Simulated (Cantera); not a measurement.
Source: NASA polynomial tables (part measured, part estimated), evaluated in Cantera. Values are per mole of reaction as written; species without (g) are pure solids or liquids, kept so even where they would boil at 1 bar.

3 O2(g) + Cr2N ⇌ N(g) + 2 CrO3(g)

| T (K) | ΔH° (kJ) | ΔS° (J/K) | ΔG° (kJ) | log10 K |
|---|---|---|---|---|
| 650 | 7.8 | -5.6 | 11.4 | -0.92 |
| 700 | [?] | [?] | [?] | [?] |
| 750 | 6.8 | -7.1 | 12.1 | -0.84 |
| 800 | [?] | [?] | [?] | [?] |
| 850 | [?] | [?] | [?] | [?] |
| 900 | 4.9 | -9.4 | 13.3 | -0.77 |

Task: Fill in the missing entries.

Result: 
- 700, ΔH° (kJ): 7.3
- 700, ΔS° (J/K): -6.3
- 700, ΔG° (kJ): 11.7
- 700, log10 K: -0.87
- 800, ΔH° (kJ): 6.2
- 800, ΔS° (J/K): -7.8
- 800, ΔG° (kJ): 12.4
- 800, log10 K: -0.81
- 850, ΔH° (kJ): 5.6
- 850, ΔS° (J/K): -8.6
- 850, ΔG° (kJ): 12.8
- 850, log10 K: -0.79
